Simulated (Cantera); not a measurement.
Charge: 1 mol Fe2O3, 0.85 mol O2, 0.45 mol Cl2, equilibrated at 1.00 bar.

Cantera equilibrium calculation (NASA polynomials, part measured and part estimated; ideal gas, pure solids and liquids). Candidate condensed phases: Fe, FeCl2, FeCl3, FeO, Fe2O3, Fe3O4; 13 gas species. Condensed phases not in the tables: FeOCl. Kinetics and transport are ignored.

x: gas mole fraction; n: condensed amount in mol.

```csv
T (K),x O2,x Cl2,x FeCl2,x FeCl3,x Cl,x ClO,x Fe2Cl4,n Fe2O3(s),n Fe3O4(s)
773,0.654,0.346,6.34e-10,5.23e-6,2.88e-6,3.17e-7,<1e-12,1.000,0
848,0.654,0.346,2.31e-8,4.15e-5,1.58e-5,1.28e-6,<1e-12,1.000,0
923,0.654,0.346,4.58e-7,0.000229,6.57e-5,4.14e-6,1.00e-11,1.000,0
998,0.654,0.344,5.63e-6,0.000953,0.000221,1.12e-5,3.74e-10,0.999,0
1073,0.656,0.341,[?],[?],[?],[?],[?],0.998,0
1148,0.658,0.331,0.000294,0.00859,0.00154,5.47e-5,1.09e-7,0.994,0
1223,0.664,0.311,0.00139,0.0193,0.00334,0.000103,9.68e-7,0.986,0
1298,0.674,0.278,0.00508,0.0358,0.00643,0.000174,5.84e-6,0.973,0
1373,0.686,0.233,0.0148,0.0546,0.0111,0.000269,2.43e-5,0.953,0
1448,0.698,0.181,0.0349,0.0688,0.0173,0.000380,7.16e-5,0.929,0
1523,0.706,[?],[?],0.0720,[?],[?],[?],0.901,0
1598,0.709,0.0852,0.110,0.0631,0.0317,0.000583,0.000241,0.873,0
1673,0.709,0.0520,0.153,0.0473,0.0379,0.000643,0.000292,0.847,0
1748,0.729,0.0290,0.171,0.0281,0.0418,0.000668,0.000238,0,0.553
```

Task: What belongs in the gaps?

Result: 
- 1073, x FeCl2: 4.76e-5
- 1073, x FeCl3: 0.00316
- 1073, x Cl: 0.000628
- 1073, x ClO: 2.63e-5
- 1073, x Fe2Cl4: 8.03e-9
- 1523, x Cl2: 0.129
- 1523, x FeCl2: 0.0677
- 1523, x Cl: 0.0245
- 1523, x ClO: 0.000491
- 1523, x Fe2Cl4: 0.000153
